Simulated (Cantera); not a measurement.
**Silicon nitride deposition: SiH2Cl2 + NH3**

Input: 1 mol SiH2Cl2, 46 mol NH3, at 10.0 mbar.

Equilibrium computed with Cantera from the NASA thermochemical tables; the gas is ideal and each condensed phase is pure. Candidate condensed phases: NH4Cl, Si, Si3N4; 28 gas species. The tables' values for SiCl, SiN are old estimates; treat these amounts as uncertain. Gases not in the tables: Si2H6 and higher silanes. Rates play no part.

```csv
T (K),x H2,x N2,x HCl,x H,x Si,x SiCl2,x SiH,x SiCl,n Si3N4(s),n Si(l)
700,0.739,0.239,0.0214,<1e-12,<1e-12,<1e-12,<1e-12,<1e-12,0.333,0
850,0.739,0.239,0.0214,1.76e-10,<1e-12,1.35e-11,<1e-12,<1e-12,0.333,0
1000,0.739,0.239,0.0214,1.95e-8,<1e-12,3.80e-9,<1e-12,<1e-12,0.333,0
1150,0.739,0.239,0.0214,6.42e-7,<1e-12,2.42e-7,<1e-12,<1e-12,0.333,0
1300,0.739,0.239,0.0214,9.51e-6,1.52e-11,5.81e-6,1.08e-11,1.97e-10,0.333,0
1450,0.739,0.239,0.0213,8.13e-5,1.14e-8,7.01e-5,3.90e-9,3.20e-8,0.331,0
1600,0.739,0.239,0.0204,0.000467,2.44e-6,0.000486,4.56e-7,1.90e-6,0.318,0
1750,0.734,0.244,0.0182,0.00199,0.000150,0.00150,1.70e-5,3.74e-5,0,0.837
1900,0.728,0.243,0.0184,0.00677,0.00126,0.00126,9.34e-5,0.000134,0,0.726
2050,0.712,0.240,0.0181,0.0191,0.00773,0.00104,0.000395,0.000389,0,0.0242
```
x: gas mole fraction; n: condensed amount in mol.

From 700 K to 1600 K the condensed part is Si3N4(s). From 1750 K to 2050 K the condensed part is Si(l). The main Si-bearing gas is SiCl4 at 700 K and Si at 2050 K.
